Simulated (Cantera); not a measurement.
**Hydrocarbon pyrolysis for carbon deposition**

An isothermal, constant-pressure homogeneous reactor starts with 5.26 % C₃H₈, 94.7 % H₂, at 1925 K and 0.405 Torr.

Detailed kinetics in Cantera: GRI-Mech 3.0 (53 species, 325 reactions). GRI-Mech 3.0 was tuned for natural gas; its chemistry of propane as a main component is partial and can be far from experiment. GRI-Mech 3.0 stops at C3 and has no aromatics, soot or wall deposition, so with more carbon than oxygen in the feed, carbon stays in small species such as C2H2 where larger ones or solid carbon would form. Radical loss at walls, strong at low pressure, is not modelled.

| t (s) | x C₃H₈ | x H₂ | x C₂H | x C₂H₆ | x C₂H₄ | x H |
|---|---|---|---|---|---|---|
| 2.00e-5 | 0.0517 | 0.947 | <1e-12 | 4.87e-6 | 2.34e-5 | 3.72e-5 |
| 0.000123 | 0.0469 | 0.942 | 4.66e-12 | 0.000153 | 0.000805 | 0.000891 |
| 0.000752 | 0.0188 | 0.907 | 3.08e-8 | 0.00136 | 0.0158 | 0.00653 |
| 0.00461 | 1.52e-7 | 0.873 | 5.82e-6 | 2.86e-5 | 0.0111 | 0.0155 |
| 0.0283 | 6.00e-9 | 0.889 | 5.99e-6 | 1.33e-5 | 0.00120 | 0.00922 |
| 0.173 | 7.73e-10 | 0.905 | 4.57e-6 | 3.74e-6 | 0.000337 | 0.00564 |
| 1.06 | 4.08e-11 | 0.918 | 5.47e-6 | 5.29e-7 | 5.38e-5 | 0.00568 |
| 6.52 | <1e-12 | 0.921 | 1.10e-5 | 5.60e-9 | 2.19e-6 | 0.0105 |
| 40.0 | <1e-12 | 0.906 | 2.80e-5 | 2.27e-12 | 5.27e-7 | 0.0263 |
x: mole fraction; the columns are a selection and need not sum to one.

Equilibrium at this temperature and pressure: C₃H₈ <1e-12, H₂ 0.894, C₂H 4.20e-5, C₂H₆ <1e-12, C₂H₄ 3.34e-7, H 0.0392 (gas phase only).
